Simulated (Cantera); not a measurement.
Cantera run:

```python
import numpy as np
import cantera as ct

gas_names = """
    O2 F2
""".split()
cond_names = """
    Mg(cr) MgF2(s) MgO(s)
""".split()


# ... load() reads the species with a 1 bar reference pressure and builds the phases ...
species = {s.name: s for s in load("nasa_gas.yaml", gas_names) + load("nasa_condensed.yaml", cond_names)}
T = 725
g = {n: (s.thermo.h(T) - T * s.thermo.s(T)) / (ct.gas_constant * T * np.log(10)) for n, s in species.items()}
valid = cond_names  # the entries whose range holds T


def stable(la, lb):
    # potentials (over RT ln 10) of the two non-metals from log10 p(O2) and log10 p(F2) in bar
    mu = {}
    mu["O"] = (g["O2"] + la) / 2
    mu["F"] = (g["F2"] + lb) / 2
    cost = {}
    for n in valid:
        c = species[n].composition
        cost[n] = (g[n] - sum(c.get(e, 0) * m for e, m in mu.items())) / c["Mg"]
    return min(cost, key=cost.get)


results = []
for lb in [0, -3.1, -6.1, -9.2, -12.3, -15.4, -18.4, -21.5, -24.6, -27.6, -30.7, -33.8, -36.9, -39.9, -43]:
    row = [stable(la, lb) for la in [-48, -44.7, -41.5, -38.2, -34.9, -31.7, -28.4, -25.1, -21.9, -18.6, -15.3, -12.1, -8.8, -5.5, -2.3, 1]]
    results.append(row)
    print(f"{lb:6.1f}  " + " ".join(f"{valid.index(n):x}" for n in row))
print("key: " + ", ".join(f"{i:x} {n}" for i, n in enumerate(valid)))
```

Output:

```
   0.0  1 1 1 1 1 1 1 1 1 1 1 1 1 1 1 1
  -3.1  1 1 1 1 1 1 1 1 1 1 1 1 1 1 1 1
  -6.1  1 1 1 1 1 1 1 1 1 1 1 1 1 1 1 1
  -9.2  1 1 1 1 1 1 1 1 1 1 1 1 1 1 1 1
 -12.3  1 1 1 1 1 1 1 1 1 1 1 1 1 1 1 1
 -15.4  1 1 1 1 1 1 1 1 1 1 1 1 1 1 1 1
 -18.4  1 1 1 1 1 1 1 1 1 1 1 1 1 1 1 1
 -21.5  1 1 1 1 1 1 1 1 1 1 1 1 1 1 1 1
 -24.6  1 1 1 1 1 1 1 1 1 1 1 1 1 1 1 1
 -27.6  1 1 1 1 1 1 1 1 1 1 1 1 1 1 1 1
 -30.7  1 1 1 1 1 1 1 1 1 1 1 1 1 1 1 1
 -33.8  1 1 1 1 1 1 1 1 1 1 1 1 1 1 1 2
 -36.9  1 1 1 1 1 1 1 1 1 1 1 1 1 1 2 2
 -39.9  1 1 1 1 1 1 1 1 1 1 1 1 2 2 2 2
 -43.0  1 1 1 1 1 1 1 1 1 1 2 2 2 2 2 2
key: 0 Mg(cr), 1 MgF2(s), 2 MgO(s)
```

Standard-state values (1 bar) from the NASA 1993 polynomials, evaluated with Cantera. Not in the tables: oxide halides.
